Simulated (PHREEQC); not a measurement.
Consider water at 30 °C with 0.1 mol H3BO3 per kg of water. Closed to the air; pH follows from the charge balance.

Model: ion-association model, phreeqc.dat, run in PHREEQC.

This is a speciation only: nothing precipitates in the calculation.

Problem. Predict the pH, ionic strength.

Solution. pH 5.10; ionic strength 7.96e-6 mol/kgw.

Complexes and solids missing from the database can't appear.
